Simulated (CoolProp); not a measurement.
Computed with CoolProp (reference Helmholtz-energy equation of state, Lemmon 2009).

Problem. For propane, give the phase and the cp (kJ/(kg K)), cv (kJ/(kg K)), isothermal compressibility (1/MPa), expansivity (1/kK) at 236.95 °C and 24.4 MPa.

Solution. 
- 236.95 °C and 24.4 MPa: supercritical; cp 3.29, cv 2.49, isothermal compressibility 0.0225, expansivity 3.28
